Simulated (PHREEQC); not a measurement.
Solution (25 °C): 0.2 mol MnCl2 per kg of water. Closed to the air; pH follows from the charge balance.

Model: ion-association model, wateq4f.dat, run in PHREEQC.

- pH = 5.99
- ionic strength = 0.492 mol/kgw
- activity of water = 0.991

```tsv
species	molality	activity	log γ
Cl-	0.344	0.222	-0.191
Mn+2	0.148	0.0370	-0.601
MnCl+	0.0491	0.0335	-0.166
MnCl2	0.00290	0.00324	0.049
MnCl3-	0.000291	0.000198	-0.166
H+	1.35e-6	1.03e-6	-0.116
```

Precipitation was switched off in this run.
